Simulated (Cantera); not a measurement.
A Cantera script and what it prints.

```python
import numpy as np
import cantera as ct

gas_names = """
    O2 S2
""".split()
cond_names = """
    Na(L) Na2O(a) Na2S(1) Na2SO4(L)
""".split()


def load(file, names, dense=False):
    # The tables refer to 1 bar. Condensed volumes are neglected.
    table = {s.name: s for s in ct.Species.list_from_file(file)}
    out = []
    for n in names:
        d = dict(table[n].input_data)
        d["thermo"] = dict(d["thermo"], **{"reference-pressure": 1e5})
        if dense:
            d["equation-of-state"] = {"model": "constant-volume", "density": "1e6 g/cm^3"}
        out.append(ct.Species.from_dict(d))
    return out


species = {s.name: s for s in load("nasa_gas.yaml", gas_names) + load("nasa_condensed.yaml", cond_names)}
T = 1275
g = {n: (s.thermo.h(T) - T * s.thermo.s(T)) / (ct.gas_constant * T * np.log(10)) for n, s in species.items()}
valid = cond_names  # the entries whose range holds T


def stable(la, lb):
    # potentials (over RT ln 10) of the two non-metals from log10 p(O2) and log10 p(S2) in bar
    mu = {}
    mu["O"] = (g["O2"] + la) / 2
    mu["S"] = (g["S2"] + lb) / 2
    cost = {}
    for n in valid:
        c = species[n].composition
        cost[n] = (g[n] - sum(c.get(e, 0) * m for e, m in mu.items())) / c["Na"]
    return min(cost, key=cost.get)


results = []
for lb in [1, -0.1, -1.2, -2.2, -3.3, -4.4, -5.5, -6.5, -7.6, -8.7, -9.8, -10.8, -11.9, -13]:
    row = [stable(la, lb) for la in [-29, -27.7, -26.5, -25.2, -24, -22.7, -21.4, -20.2, -18.9, -17.7, -16.4, -15.1, -13.9, -12.6, -11.3, -10.1, -8.8, -7.6, -6.3, -5, -3.8, -2.5, -1.3, 0]]
    results.append(row)
    print(f"{lb:6.1f}  " + " ".join(f"{valid.index(n):x}" for n in row))
print("key: " + ", ".join(f"{i:x} {n}" for i, n in enumerate(valid)))
```

Result:

```
   1.0  2 2 2 2 2 2 2 2 2 2 2 2 2 2 3 3 3 3 3 3 3 3 3 3
  -0.1  2 2 2 2 2 2 2 2 2 2 2 2 2 2 3 3 3 3 3 3 3 3 3 3
  -1.2  2 2 2 2 2 2 2 2 2 2 2 2 2 2 3 3 3 3 3 3 3 3 3 3
  -2.2  2 2 2 2 2 2 2 2 2 2 2 2 2 2 3 3 3 3 3 3 3 3 3 3
  -3.3  2 2 2 2 2 2 2 2 2 2 2 2 2 2 3 3 3 3 3 3 3 3 3 3
  -4.4  2 2 2 2 2 2 2 2 2 2 2 2 2 2 3 3 3 3 3 3 3 3 3 3
  -5.5  2 2 2 2 2 2 2 2 2 2 2 2 2 2 3 3 3 3 3 3 3 3 3 3
  -6.5  2 2 2 2 2 2 2 2 2 2 2 2 2 2 3 3 3 3 3 3 3 3 3 3
  -7.6  2 2 2 2 2 2 2 2 2 2 2 2 2 2 3 3 3 3 3 3 3 3 3 3
  -8.7  2 2 2 2 2 2 2 2 2 2 2 2 2 2 3 3 3 3 3 3 3 3 3 3
  -9.8  2 2 2 2 2 2 2 2 2 2 2 2 2 2 3 3 3 3 3 3 3 3 3 3
 -10.8  2 2 2 2 2 2 2 2 2 2 2 2 2 2 3 3 3 3 3 3 3 3 3 3
 -11.9  2 2 2 2 2 2 2 2 2 2 2 2 2 2 3 3 3 3 3 3 3 3 3 3
 -13.0  2 2 2 2 2 2 2 2 2 2 2 2 2 2 3 3 3 3 3 3 3 3 3 3
key: 0 Na(L), 1 Na2O(a), 2 Na2S(1), 3 Na2SO4(L)
```

Cantera with NASA thermochemical tables; ideal gases at 1 bar, condensed phases pure. Not in the tables: pyrosulfates. Part of the grid cannot be reached: there another gas would pass 10 bar, or a non-metal would condense.
